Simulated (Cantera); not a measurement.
Cantera run, input and output.

```python
import numpy as np
import cantera as ct

gas = ct.Solution("gri30.yaml")
gas.TPX = 2925, 1333, {'CH4': 0.0095, 'H2': 1, 'CO2': 0.019, 'H2O': 0.0045}
reactor = ct.IdealGasConstPressureReactor(gas, energy="off", clone=False)
net = ct.ReactorNet([reactor])
net.rtol, net.atol = 1e-08, 1e-18
show = ['CH4', 'H2', 'CO2', 'C2H6', 'O', 'CH3']
times = np.geomspace(5e-06, 60, 12)

steps = ct.SolutionArray(gas, extra=["t"])
rows = []
print(f"{'t/s':>10s}{'T/K':>9s}{'P/Pa':>11s}" + "".join(f"{s:>11s}" for s in show))
for t in times:
    while net.time < t:
        t_next = net.step()
        steps.append(gas.state, t=t_next)
    rows.append([np.interp(t, steps.t, y) for y in (steps.T, steps.P, *steps(*show).X.T)])
    print(f"{t:10.3e}{rows[-1][0]:9.1f}{rows[-1][1]:11.4g}" + "".join(f"{x:11.3e}" for x in rows[-1][2:]))
rate = np.gradient(steps.T, steps.t)
print("integrator steps:", len(steps.t))
if steps.T.max() > steps.T[0] + 200:
    print(f"time of steepest temperature rise: {steps.t[rate.argmax()]:.4e} s")
gas.TPX = 2925, 1333, {'CH4': 0.0095, 'H2': 1, 'CO2': 0.019, 'H2O': 0.0045}
gas.equilibrate("TP")
print(f"equilibrium (TP): T = {gas.T:.1f} K  " + "  ".join(f"{s} {gas[s].X[0]:.3e}" for s in show))
```

Result:

```
       t/s      T/K       P/Pa        CH4         H2        CO2       C2H6          O        CH3
 5.000e-06   2925.0       1333  9.002e-03  9.677e-01  1.839e-02  3.738e-10  4.152e-08  1.922e-04
 2.201e-05   2925.0       1333  8.684e-03  9.663e-01  1.834e-02  1.034e-08  4.706e-08  4.986e-04
 9.685e-05   2925.0       1333  7.820e-03  9.594e-01  1.757e-02  7.394e-08  1.766e-07  1.293e-03
 4.262e-04   2925.0       1333  5.201e-03  9.292e-01  8.656e-03  1.899e-07  3.271e-06  2.900e-03
 1.876e-03   2925.0       1333  8.310e-04  8.888e-01  6.010e-05  1.123e-08  2.144e-05  1.039e-03
 8.256e-03   2925.0       1333  9.231e-05  8.535e-01  5.359e-05  2.096e-10  4.253e-05  1.897e-04
 3.634e-02   2925.0       1333  4.820e-11  7.541e-01  4.765e-05  1.069e-22  1.608e-04  2.176e-10
 1.599e-01   2925.0       1333  5.603e-13  5.222e-01  4.036e-05  2.649e-26  1.028e-03  7.719e-12
 7.038e-01   2925.0       1333  3.135e-14  3.497e-01  3.058e-05  1.433e-28  2.557e-03  8.970e-13
 3.098e+00   2925.0       1333  2.612e-14  3.391e-01  2.980e-05  1.035e-28  2.682e-03  7.841e-13
 1.363e+01   2925.0       1333  2.612e-14  3.391e-01  2.980e-05  1.035e-28  2.682e-03  7.841e-13
 6.000e+01   2925.0       1333  2.612e-14  3.391e-01  2.980e-05  1.035e-28  2.682e-03  7.841e-13
integrator steps: 2108
equilibrium (TP): T = 2925.0 K  CH4 2.663e-14  H2 3.391e-01  CO2 2.980e-05  C2H6 1.077e-28  O 2.682e-03  CH3 7.994e-13
```

Detailed kinetics in Cantera: GRI-Mech 3.0 (53 species, 325 reactions). Radical loss at walls, strong at low pressure, is not modelled.
